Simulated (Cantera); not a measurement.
A closed system holds: 1 mol SiCl4, 0.074 mol C2H2, 780 mol H2, held at 1852 °C and 0.133 bar.

These are equilibrium values from Cantera (NASA tables, ideal gas, pure condensed phases), not measurements of a reactor. Candidate condensed phases: C, C6H6, C7H8, C8H18, Si, SiC; 109 gas species. The tables' values for SiCl are old estimates; treat these amounts as uncertain. Gases not in the tables: Si2H6 and higher silanes. Kinetics and transport are ignored.

Base state: H2 0.984, H 0.00987, HCl 0.00496, Si 0.000782, SiH 0.000146, SiH2 0.000122, Cl 3.65e-5, Si2C 3.51e-5 (mole fractions); condensed: SiC(s).

### Question
What changes in the equilibrium state with this change: pressure from 0.133 bar to 1.50 mbar?

### Answer
```
species        before    after
-----------  --------  -------
H2              0.984    0.905
H             0.00987   0.0892
HCl           0.00496  0.00455
Si           0.000782  0.00118
SiCl2         3.13e-5  4.87e-7
SiH2         0.000122  1.92e-6
Si2C          3.51e-5  1.51e-6
SiC(s), mol    0.0617        0
```
